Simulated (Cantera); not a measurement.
Feed: 1 mol Pb, 0.043 mol CO, 12 mol H2, equilibrated at 748.15 K and 0.000950 bar.

Method: chemical equilibrium by Gibbs-energy minimisation in Cantera with the NASA 1993 tables (ideal gas, pure condensed phases). Candidate condensed phases: C, C6H6, C7H8, C8H18, H2O, Pb, PbO, PbO2, Pb3O4; 113 gas species. Equilibrium is a limit: real reactors are often held back by kinetics, nucleation or transport.

Base state: H2 0.996, CO 0.00268, CH4 0.000878, H2O 0.000863, CO2 1.45e-5 (mole fractions); condensed: Pb(l).

What changes in the equilibrium state with this change: pressure from 0.000950 bar to 0.0130 bar?


| species | before | after |
|---|---|---|
| H2 | 0.996 | 0.993 |
| CH4 | 0.000878 | 0.00337 |
| H2O | 0.000863 | 0.00337 |
| CO | 0.00268 | 0.000217 |
| CO2 | 1.45e-5 | 4.56e-6 |
| Pb(l), mol | 1.000 | 1.000 |

What changes in the equilibrium state with this change: Pb replaced by Fe(CO)5?


| species | before | after |
|---|---|---|
| H2 | 0.996 | 0.719 |
| CO | 0.00268 | 0.233 |
| CO2 | 1.45e-5 | 0.0308 |
| H2O | 0.000863 | 0.0153 |
| CH4 | 0.000878 | 0.00162 |
| Pb(l), mol | 1.000 | 0 |
| C(graphite), mol | 0 | 0.723 |
| Fe(α), mol | 0 | 1.00 |
Condensed phases not in the tables: cementite and carbon dissolved in iron. Further candidate phases: Fe, Fe(CO)5, FeO, Fe(OH)2, Fe(OH)3, Fe2O3, Fe3O4.
